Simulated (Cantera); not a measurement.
An adiabatic, constant-volume homogeneous reactor starts with CH4 : O2 : N2 = 1 : 2.44 : 9.17 (molar parts), at 1800 K and 1.28 atm. Integrator tolerance rtol = 1e-08.

Cantera simulation using GRI-Mech 3.0 (53 species, 325 reactions); the numbers are that mechanism's predictions, not measurements.

```csv
quantity,before,after
time of steepest temperature rise,83.4 µs,88.1 µs
temperature at 2.00 s,2941 K,2803 K
equilibrium temperature,2941 K,2803 K
x(CH4) at 2.00 s,<1e-12 (gas-phase equilibrium <1e-12),<1e-12 (gas-phase equilibrium <1e-12)
x(O2) at 2.00 s,0.0393 (gas-phase equilibrium 0.0393),0.0391 (gas-phase equilibrium 0.0391)
x(H2O2) at 2.00 s,5.50e-7 (gas-phase equilibrium 5.50e-7),3.55e-7 (gas-phase equilibrium 3.55e-7)
x(H2O) at 2.00 s,0.118 (gas-phase equilibrium 0.118),0.125 (gas-phase equilibrium 0.125)
x(HCO) at 2.00 s,6.97e-8 (gas-phase equilibrium 6.97e-8),3.10e-8 (gas-phase equilibrium 3.10e-8)
```

Question: Which change was made?
(A) pressure from 1.28 atm to 24.7 atm
(B) pressure from 1.28 atm to 0.987 atm
(C) initial temperature 1800 to 1525 K
(D) constant pressure in place of constant volume

Answer: D, constant pressure in place of constant volume
